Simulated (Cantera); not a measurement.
An isothermal, constant-pressure homogeneous reactor starts with CO : O2 : H2O : N2 = 0.0012 : 0.08 : 0.0061 : 1 (molar parts), equivalence ratio 0.0075, at 1300 K and 0.530 bar. Integrator tolerance rtol = 1e-08.

Model: GRI-Mech 3.0 (53 species, 325 reactions), integrated in Cantera.

Q: What does this change do: H2O 0.0061 to 0.024 parts?

A: 
```json
[
 {"quantity": "x(CO) at 50.0 s", "before": "8.64e-10 (gas-phase equilibrium 8.65e-10)", "after": "8.57e-10 (gas-phase equilibrium 8.58e-10)"},
 {"quantity": "x(O2) at 50.0 s", "before": "0.0731 (gas-phase equilibrium 0.0729)", "after": "0.0719 (gas-phase equilibrium 0.0718)"},
 {"quantity": "x(H2O) at 50.0 s", "before": "0.00561 (gas-phase equilibrium 0.00561)", "after": "0.0217 (gas-phase equilibrium 0.0217)"},
 {"quantity": "x(CO2) at 50.0 s", "before": "0.00110 (gas-phase equilibrium 0.00110)", "after": "0.00109 (gas-phase equilibrium 0.00109)"},
 {"quantity": "x(H2) at 50.0 s", "before": "2.49e-9 (gas-phase equilibrium 2.49e-9)", "after": "9.72e-9 (gas-phase equilibrium 9.73e-9)"},
 {"quantity": "x(NO) at 50.0 s", "before": "2.77e-8 (gas-phase equilibrium 0.000253)", "after": "9.83e-9 (gas-phase equilibrium 0.000249)"},
 {"quantity": "x(OH) at 50.0 s", "before": "2.25e-6 (gas-phase equilibrium 2.24e-6)", "after": "4.40e-6 (gas-phase equilibrium 4.40e-6)"}
]
```

Q: What does this change do: temperature 1300 to 1023 K?

A: 
```
quantity                                             before                                      after
----------------  -----------------------------------------  -----------------------------------------
x(CO) at 50.0 s   8.64e-10 (gas-phase equilibrium 8.65e-10)     1.58e-9 (gas-phase equilibrium <1e-12)
x(O2) at 50.0 s       0.0731 (gas-phase equilibrium 0.0729)      0.0731 (gas-phase equilibrium 0.0731)
x(H2O) at 50.0 s    0.00561 (gas-phase equilibrium 0.00561)    0.00561 (gas-phase equilibrium 0.00561)
x(CO2) at 50.0 s    0.00110 (gas-phase equilibrium 0.00110)    0.00110 (gas-phase equilibrium 0.00110)
x(H2) at 50.0 s     2.49e-9 (gas-phase equilibrium 2.49e-9)  9.37e-12 (gas-phase equilibrium 4.91e-12)
x(NO) at 50.0 s    2.77e-8 (gas-phase equilibrium 0.000253)   5.69e-10 (gas-phase equilibrium 2.57e-5)
x(OH) at 50.0 s     2.25e-6 (gas-phase equilibrium 2.24e-6)    5.62e-8 (gas-phase equilibrium 3.82e-8)
```

Q: What does this change do: 0.0058 parts H2 added?

A: 
```tsv
quantity	before	after
x(CO) at 50.0 s	8.64e-10 (gas-phase equilibrium 8.65e-10)	8.79e-10 (gas-phase equilibrium 8.80e-10)
x(O2) at 50.0 s	0.0731 (gas-phase equilibrium 0.0729)	0.0702 (gas-phase equilibrium 0.0701)
x(H2O) at 50.0 s	0.00561 (gas-phase equilibrium 0.00561)	0.0109 (gas-phase equilibrium 0.0109)
x(CO2) at 50.0 s	0.00110 (gas-phase equilibrium 0.00110)	0.00110 (gas-phase equilibrium 0.00110)
x(H2) at 50.0 s	2.49e-9 (gas-phase equilibrium 2.49e-9)	4.95e-9 (gas-phase equilibrium 4.95e-9)
x(NO) at 50.0 s	2.77e-8 (gas-phase equilibrium 0.000253)	2.28e-7 (gas-phase equilibrium 0.000248)
x(OH) at 50.0 s	2.25e-6 (gas-phase equilibrium 2.24e-6)	3.10e-6 (gas-phase equilibrium 3.10e-6)
```
